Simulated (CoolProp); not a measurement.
A single-stage vapour-compression cycle with the fluid: evaporating at 218.15 K (dew point), condensing at 281.15 K (bubble point), superheat 10 K, subcooling 5 K, compressor efficiency 0.65, no pressure losses. The same conditions are run with several fluids, on thermodynamics alone (safety and materials aside).

Computed with CoolProp (reference Helmholtz-energy equation of state of each fluid (hydrogen sulfide: Lemmon 2006; R143a: Lemmon and Jacobsen 2000; R507A: Lemmon 2003; ethane: Bücker 2006; R407C: Lemmon 2003)). Blends and air are pseudo-pure fits.

```tsv
fluid	cooling COP	pressure ratio	discharge temperature (K)	refrigerating effect (kJ/kg)	volumetric capacity (kJ/m³)
hydrogen sulfide	1.69	9.85	481.1	432	1050
R143a	1.72	11.4	___	159	___
R507A	1.70	___	332.4	134	483
ethane	___	___	352.6	282	2240
R407C	1.54	19.4	___	182	___
```

Q: Some entries are withheld; supply them.

A: 
- R143a, discharge temperature (K): 339.2
- R143a, volumetric capacity (kJ/m³): 503
- R507A, pressure ratio: 11.9
- ethane, cooling COP: 1.52
- ethane, pressure ratio: 6.28
- R407C, discharge temperature (K): 377.0
- R407C, volumetric capacity (kJ/m³): 316
